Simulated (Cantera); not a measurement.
Cantera run:

```python
import numpy as np
import cantera as ct

gas_names = """
    B BF BF2 BF3 BO BOF BOF2 BO2 B2 B2O B2O2 B2O3 B3O3F3 F FO FO2 F2 F2O O O2 O3
""".split()
cond_names = """
    B(b) B(L) B2O3(L)
""".split()


# ... load() reads the species with a 1 bar reference pressure and builds the phases ...
atoms = {
    'BF3': {'B': 1, 'F': 3},
    'O2': {'O': 2},
}
top_T = {}  # K; cautious upper limits of use, not melting points


# ... equilibrate(T, P, feed) seeds the gas with the atoms and calls Mixture.equilibrate('TP', solver="vcs", rtol=1e-11, max_steps=5000) ...
results = []
feed = {'BF3': 1, 'O2': 0.96}  # mol
P = 26  # Pa
for T in [1648, 1673, 1698, 1723, 1748, 1773, 1798, 1823, 1848, 1873, 1898, 1923]:
    mix = equilibrate(T, P, feed)
    results.append((T, P, feed, dict(zip(mix.species_names, mix.species_moles))))

top = {s: max(r[3][s] / sum(r[3][g] for g in gas_names) for r in results) for s in gas_names}
cols = sorted((s for s in top if top[s] > 0.001), key=lambda s: -top[s])[:9]
seen = [c for c in cond_names if any(r[3].get(c, 0) > 1e-12 for r in results)]
print("log10 of partial pressures in bar; condensed amounts in mol")
print(f"{'T/K':>10s}" + "".join(f"{s[:9]:>10s}" for s in cols + seen))
for T, P, feed, n in results:
    ng = sum(n[g] for g in gas_names)
    print(f"{T:10.4g}" + "".join(f"{np.log10(max(n[s] / ng * P / 1e5, 1e-99)):10.3f}" for s in cols)
          + "".join(f"{n.get(c, 0):10.4g}" for c in seen))
```

It prints:

```
log10 of partial pressures in bar; condensed amounts in mol
       T/K       BF3        O2         F       BOF         O
      1648    -3.883    -3.900    -5.732    -6.035    -6.546
      1673    -3.885    -3.901    -5.622    -5.925    -6.426
      1698    -3.887    -3.903    -5.515    -5.818    -6.310
      1723    -3.889    -3.905    -5.412    -5.714    -6.198
      1748    -3.892    -3.908    -5.312    -5.614    -6.089
      1773    -3.896    -3.911    -5.215    -5.517    -5.983
      1798    -3.901    -3.915    -5.121    -5.423    -5.880
      1823    -3.907    -3.920    -5.030    -5.332    -5.781
      1848    -3.914    -3.925    -4.942    -5.244    -5.685
      1873    -3.922    -3.932    -4.858    -5.160    -5.593
      1898    -3.932    -3.941    -4.776    -5.078    -5.503
      1923    -3.943    -3.950    -4.698    -5.000    -5.417
```

Method: chemical equilibrium by Gibbs-energy minimisation in Cantera with the NASA 1993 tables (ideal gas, pure condensed phases). The tables' values for BF2 are old estimates; treat these amounts as uncertain.
